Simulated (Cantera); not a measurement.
Charge: 1 mol MgSO₄, 0.37 mol CO₂, 8.9 mol H₂, equilibrated at 1575 K and 0.00430 bar.

Method: chemical equilibrium by Gibbs-energy minimisation in Cantera with the NASA 1993 tables (ideal gas, pure condensed phases). Candidate condensed phases: C, C₆H₆, C₇H₈, C₈H₁₈, H₂O, H₂SO₄, Mg, MgCO₃, MgO, Mg(OH)₂, MgS, MgSO₄, S; 130 gas species. Equilibrium is a limit: real reactors are often held back by kinetics, nucleation or transport.

Base state: H₂ 0.565, H₂O 0.332, S₂ 0.0379, CO 0.0317, H₂S 0.0185, CO₂ 0.00641, SO₂ 0.00374, SH 0.00314 (mole fractions); condensed: MgO(s).

**Question.** What changes in the equilibrium state with this change: temperature from 1575 K to 1548.15 K?

**Answer.** 
| species | before | after |
|---|---|---|
| H₂ | 0.565 | 0.562 |
| H₂O | 0.332 | 0.334 |
| S₂ | 0.0379 | 0.0375 |
| H₂S | 0.0185 | 0.0207 |
| CO | 0.0317 | 0.0314 |
| OH | 1.02e-5 | 6.99e-6 |
| H | 0.000476 | 0.000353 |
| S | 0.000277 | 0.000207 |
| MgO(s), mol | 1.000 | 1.000 |

**Question.** What changes in the equilibrium state with this change: CO₂ from 0.37 to 1.2 mol?

**Answer.** 
| species | before | after |
|---|---|---|
| H₂ | 0.565 | 0.467 |
| H₂O | 0.332 | 0.359 |
| CO | 0.0317 | 0.0896 |
| CO₂ | 0.00641 | 0.0238 |
| H₂S | 0.0185 | 0.0146 |
| S₂ | 0.0379 | 0.0344 |
| COS | 3.49e-5 | 9.43e-5 |
| SO₂ | 0.00374 | 0.00613 |
| SO | 0.00144 | 0.00180 |
| S₂O | 6.61e-5 | 7.89e-5 |
| OH | 1.02e-5 | 1.21e-5 |
| MgO(s), mol | 1.000 | 1.000 |
